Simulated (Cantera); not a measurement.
What does this Cantera script print?

```python
import numpy as np
import cantera as ct

gas_names = [...]  # 92 gases of nasa_gas.yaml made of C, H, N
cond_names = """
    C(gr) C6H6(L) C7H8(L) C8H18(L),n-octa
""".split()


# ... load() reads the species with a 1 bar reference pressure and builds the phases ...
atoms = {
    'n-butane': {'C': 4, 'H': 10},
    'NH3': {'N': 1, 'H': 3},
    'H2': {'H': 2},
}
top_T = {'C(gr)': 4500}  # K; cautious upper limits of use, not melting points


# ... equilibrate(T, P, feed) seeds the gas with the atoms and calls Mixture.equilibrate('TP', solver="vcs", rtol=1e-11, max_steps=5000) ...
results = []
feed = {'n-butane': 1, 'NH3': 1.1, 'H2': 0.33}  # mol
T = 2700  # K
for P in [10, 56, 320, 1800, 10000, 56000, 320000, 1800000, 10000000]:
    mix = equilibrate(T, P, feed)
    results.append((T, P, feed, dict(zip(mix.species_names, mix.species_moles))))

top = {s: max(r[3][s] / sum(r[3][g] for g in gas_names) for r in results) for s in gas_names}
cols = sorted((s for s in top if top[s] > 1e-05), key=lambda s: -top[s])[:8]
seen = [c for c in cond_names if any(r[3].get(c, 0) > 1e-12 for r in results)]
print("log10 of partial pressures in bar; condensed amounts in mol")
print(f"{'P/Pa':>10s}" + "".join(f"{s[:9]:>10s}" for s in cols + seen))
for T, P, feed, n in results:
    ng = sum(n[g] for g in gas_names)
    print(f"{P:10.4g}" + "".join(f"{np.log10(max(n[s] / ng * P / 1e5, 1e-99)):10.3f}" for s in cols)
          + "".join(f"{n.get(c, 0):10.4g}" for c in seen))
```

Output:

```
log10 of partial pressures in bar; condensed amounts in mol
      P/Pa        H2         H        C3        N2       HCN C2H2,acet         C       CH4     C(gr)
        10    -5.660    -4.075    -5.167    -5.527    -6.580    -7.362    -5.711   -15.310         0
        56    -4.193    -3.342    -5.056    -4.700    -5.396    -5.821    -5.674   -12.339     2.993
       320    -2.963    -2.727    -5.056    -3.865    -4.363    -4.590    -5.674    -9.878     3.504
      1800    -1.976    -2.233    -5.056    -3.049    -3.461    -3.603    -5.674    -7.904      3.51
     1e+04    -1.127    -1.809    -5.056    -2.266    -2.646    -2.755    -5.674    -6.207     3.483
   5.6e+04    -0.335    -1.413    -5.056    -1.500    -1.866    -1.962    -5.674    -4.622     3.467
   3.2e+05     0.441    -1.025    -5.056    -0.735    -1.096    -1.186    -5.674    -3.070     3.457
   1.8e+06     1.198    -0.646    -5.056     0.020    -0.340    -0.429    -5.674    -1.556     3.442
     1e+07     1.942    -0.274    -5.056     0.770     0.407     0.315    -5.674    -0.068      3.38
```

Cantera equilibrium calculation (NASA polynomials, part measured and part estimated; ideal gas, pure solids and liquids). The ideal-gas law is rough above about 30 bar.
